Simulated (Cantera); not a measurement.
# Thermodynamics of iron carbonyl, mercury and lead vapours, feed Pb + CO + H2

Feed: 1 mol Pb, 5.4 mol CO, 31 mol H2, at 1350 K.

Method: chemical equilibrium by Gibbs-energy minimisation in Cantera with the NASA 1993 tables (ideal gas, pure condensed phases). Candidate condensed phases: C, C6H6, C7H8, C8H18, H2O, Pb, PbO, PbO2, Pb3O4; 113 gas species. Kinetics and transport are ignored.

From 10.0 Pa to 72.0 mbar nothing is condensed. From 0.370 bar to 10.0 bar the condensed part is Pb(l). The main Pb-bearing gas is Pb throughout.

| P (Pa) | x H2 | x CO | x Pb | x CH4 | x H2O | n Pb(l) |
|---|---|---|---|---|---|---|
| 10 | 0.829 | 0.144 | 0.0267 | 1.10e-7 | 2.47e-7 | 0 |
| 52 | 0.829 | 0.144 | 0.0267 | 7.63e-7 | 9.62e-7 | 0 |
| 270 | 0.829 | 0.144 | 0.0267 | 4.46e-6 | 4.43e-6 | 0 |
| 1400 | 0.829 | 0.144 | 0.0267 | 2.39e-5 | 2.23e-5 | 0 |
| 7200 | 0.829 | 0.144 | 0.0267 | 0.000124 | 0.000114 | 0 |
| 37000 | 0.840 | 0.146 | 0.0132 | 0.000652 | 0.000599 | 0.513 |
| 190000 | 0.845 | 0.145 | 0.00258 | 0.00337 | 0.00310 | 0.907 |
| 1000000 | 0.831 | 0.135 | 0.000489 | 0.0167 | 0.0154 | 0.983 |
x: gas mole fraction; n: condensed amount in mol.
